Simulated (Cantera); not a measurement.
Catalytic combustion on Pt

An isothermal plug-flow reactor at 873 K and 1.01 bar (inlet), inlet velocity 0.96 m/s, active area per volume 2200 1/m; feed 1.12 % CO, 10.9 % O2, 88.0 % N2.

Detailed kinetics in Cantera: Deutschmann's 1995 Pt surface mechanism with GRI-Mech 3.0 gas chemistry. Catalytic surfaces can have several steady states; this one follows from the mechanism file's or the stated starting coverage. Mass transfer to the wall is taken as infinitely fast.

| z (m) | x CO | x O2 | x H2O | x CO2 | θ free Pt | θ O* |
|---|---|---|---|---|---|---|
| 0.00011 | 0.00212 | 0.105 | <1e-12 | 0.00908 | 0.0933 | 0.906 |
| 0.0002 | 0.00123 | 0.104 | <1e-12 | 0.00997 | 0.0866 | 0.913 |
| 0.00036 | 0.000523 | 0.104 | <1e-12 | 0.0107 | 0.0824 | 0.918 |
| 0.00064 | 0.000130 | 0.104 | <1e-12 | 0.0111 | 0.0803 | 0.920 |
| 0.0011 | 1.40e-5 | 0.104 | <1e-12 | 0.0112 | 0.0797 | 0.920 |
| 0.002 | 1.84e-7 | 0.104 | <1e-12 | 0.0112 | 0.0797 | 0.920 |
| 0.0036 | 8.37e-11 | 0.104 | <1e-12 | 0.0112 | 0.0797 | 0.920 |
| 0.0064 | <1e-12 | 0.104 | <1e-12 | 0.0112 | 0.0797 | 0.920 |
| 0.011 | <1e-12 | 0.104 | <1e-12 | 0.0112 | 0.0797 | 0.920 |
x: gas mole fraction; θ: surface coverage.
